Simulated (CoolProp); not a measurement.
Vapour-liquid equilibrium of cyclopentane (1) + octamethylcyclotetrasiloxane (D4) (2) at 3.87 bar; x and y are mole fractions of (1).

Model: multi-fluid Helmholtz-energy mixture model, Gedanitz 2015 and Thol 2015; pair parameters Bell 2016, in CoolProp.

### Question
Give the bubble temperature and the first vapour's composition at x = 0.05, 0.35, 0.95. Is there an azeotrope?

### Answer
x = 0.05: 226.3 °C, y = 0.197; x = 0.35: 162.7 °C, y = 0.858; x = 0.95: 99.4 °C, y = 0.999. No azeotrope shows between x = 0.05 and 0.95.

Pair parameters are fitted to limited data, so mixtures are less certain than the pure fluids. With so large a gap from Raoult's law the liquid may split in two, which this calculation doesn't test in full.
